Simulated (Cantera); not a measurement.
A perfectly stirred reactor is fed with CH4 : O2 : N2 = 0.0022 : 0.039 : 1 (molar parts), equivalence ratio 0.11, at 11.0 bar; it is held at 1125 K, and followed from long to short residence time.

Computed with Cantera and GRI-Mech 3.0 (53 species, 325 reactions).

What does this change do: CH4 0.0022 to 0.00091 parts?


```tsv
quantity	before	after
x(CH4) at τ = 6.10 s	2.38e-5	1.29e-5
x(O2) at τ = 6.10 s	0.0333	0.0358
x(CO) at τ = 6.10 s	0.000137	7.70e-5
x(CH2CO) at τ = 6.10 s	8.14e-8	3.26e-8
x(CH3) at τ = 6.10 s	6.58e-8	3.66e-8
x(CH4) at τ = 43.0 ms	0.000505	0.000288
x(O2) at τ = 43.0 ms	0.0348	0.0366
x(CO) at τ = 43.0 ms	0.000978	0.000401
x(CH2CO) at τ = 43.0 ms	2.49e-6	1.14e-6
x(CH3) at τ = 43.0 ms	1.03e-6	6.13e-7
```

What does this change do: N2 1 to 1.4 parts?


```json
[
 {"quantity": "x(CH4) at τ = 6.10 s", "before": "2.38e-5", "after": "1.94e-5"},
 {"quantity": "x(O2) at τ = 6.10 s", "before": "0.0333", "after": "0.0241"},
 {"quantity": "x(CO) at τ = 6.10 s", "before": "0.000137", "after": "0.000113"},
 {"quantity": "x(CH2CO) at τ = 6.10 s", "before": "8.14e-8", "after": "7.36e-8"},
 {"quantity": "x(CH3) at τ = 6.10 s", "before": "6.58e-8", "after": "5.84e-8"},
 {"quantity": "x(CH4) at τ = 43.0 ms", "before": "0.000505", "after": "0.000411"},
 {"quantity": "x(O2) at τ = 43.0 ms", "before": "0.0348", "after": "0.0253"},
 {"quantity": "x(CO) at τ = 43.0 ms", "before": "0.000978", "after": "0.000713"},
 {"quantity": "x(CH2CO) at τ = 43.0 ms", "before": "2.49e-6", "after": "2.05e-6"},
 {"quantity": "x(CH3) at τ = 43.0 ms", "before": "1.03e-6", "after": "8.82e-7"}
]
```
